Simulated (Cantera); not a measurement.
An isothermal, constant-pressure homogeneous reactor starts with H2 : O2 : N2 = 0.4 : 1 : 0.69 (molar parts), equivalence ratio 0.20, at 1350 K and 0.0263 atm.

Detailed kinetics in Cantera: GRI-Mech 3.0 (53 species, 325 reactions). Radical loss at walls, strong at low pressure, is not modelled. The temperature is held fixed by assumption; the heat of reaction is taken as removed at once.

x: mole fraction; the columns are a selection and need not sum to one.

```json
[
 {"t (s)": "3.00e-6", "x H2": "0.191", "x O2": "0.478", "x N2O": "<1e-12", "x OH": "3.45e-10", "x O": "3.61e-10", "x NO": "<1e-12", "x H": "5.95e-9"},
 {"t (s)": "1.69e-5", "x H2": "0.191", "x O2": "0.478", "x N2O": "<1e-12", "x OH": "7.35e-9", "x O": "8.87e-9", "x NO": "<1e-12", "x H": "3.30e-8"},
 {"t (s)": "9.49e-5", "x H2": "0.191", "x O2": "0.478", "x N2O": "<1e-12", "x OH": "3.24e-7", "x O": "4.43e-7", "x NO": "<1e-12", "x H": "9.06e-7"},
 {"t (s)": "0.000533", "x H2": "0.0216", "x O2": "0.380", "x N2O": "1.30e-9", "x OH": "0.0149", "x O": "0.0555", "x NO": "1.11e-7", "x H": "0.0693"},
 {"t (s)": "0.00300", "x H2": "0.00998", "x O2": "0.385", "x N2O": "4.58e-9", "x OH": "0.0117", "x O": "0.0483", "x NO": "3.04e-6", "x H": "0.0437"},
 {"t (s)": "0.0169", "x H2": "(withheld)", "x O2": "0.415", "x N2O": "(withheld)", "x OH": "(withheld)", "x O": "(withheld)", "x NO": "5.80e-6", "x H": "(withheld)"},
 {"t (s)": "0.0949", "x H2": "7.06e-5", "x O2": "0.423", "x N2O": "2.14e-8", "x OH": "0.00103", "x O": "0.000287", "x NO": "5.92e-6", "x H": "2.06e-5"},
 {"t (s)": "0.533", "x H2": "(withheld)", "x O2": "0.423", "x N2O": "(withheld)", "x OH": "(withheld)", "x O": "(withheld)", "x NO": "5.92e-6", "x H": "(withheld)"},
 {"t (s)": "3.00", "x H2": "6.31e-7", "x O2": "0.423", "x N2O": "1.68e-8", "x OH": "9.80e-5", "x O": "2.61e-6", "x NO": "5.92e-6", "x H": "1.79e-8"}
]
```

Task: Some entries are withheld; supply them.

Result: 
- 0.0169, x H2: 0.00216
- 0.0169, x N2O: 1.01e-8
- 0.0169, x OH: 0.00563
- 0.0169, x O: 0.00893
- 0.0169, x H: 0.00359
- 0.533, x H2: 4.43e-6
- 0.533, x N2O: 2.45e-8
- 0.533, x OH: 0.000259
- 0.533, x O: 1.82e-5
- 0.533, x H: 3.30e-7
